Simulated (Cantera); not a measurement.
An isothermal, constant-pressure homogeneous reactor starts with 14.9 % C2H6, 85.1 % N2, at 1398 K and 0.987 atm.

Detailed kinetics in Cantera: GRI-Mech 3.0 (53 species, 325 reactions). GRI-Mech 3.0 stops at C3 and has no aromatics, soot or wall deposition, so with more carbon than oxygen in the feed, carbon stays in small species such as C2H2 where larger ones or solid carbon would form.

x: mole fraction; the columns are a selection and need not sum to one.

```csv
t (s),x C2H6,x H,x CH2,x C2H2,x H2,x C2H,x CH3
1.00e-5,0.149,3.01e-6,1.34e-8,6.32e-9,0.000100,<1e-12,…
6.77e-5,0.139,1.63e-5,1.05e-7,3.88e-5,0.00652,9.02e-11,…
0.000459,0.0768,2.13e-5,8.13e-8,0.00292,0.0520,1.14e-9,…
0.00311,0.00245,1.34e-5,5.42e-9,0.0314,0.125,3.22e-9,…
0.0210,0.000122,3.78e-6,2.91e-10,0.0612,0.152,1.45e-9,…
0.143,4.45e-5,2.90e-6,1.31e-10,0.0883,0.176,1.39e-9,1.09e-5
0.965,3.75e-5,2.57e-6,1.14e-10,0.0895,0.174,1.26e-9,1.07e-5
6.54,3.57e-5,2.07e-6,1.07e-10,0.0868,0.162,1.05e-9,1.17e-5
44.3,3.54e-5,1.89e-6,1.04e-10,0.0855,0.157,9.81e-10,1.21e-5
300,3.54e-5,1.89e-6,1.04e-10,0.0855,0.157,9.81e-10,1.21e-5
```

Question: Complete the blanks.

Answer: 
- 1.00e-5, x CH3: 0.000249
- 6.77e-5, x CH3: 0.000559
- 0.000459, x CH3: 0.000435
- 0.00311, x CH3: 7.25e-5
- 0.0210, x CH3: 1.61e-5
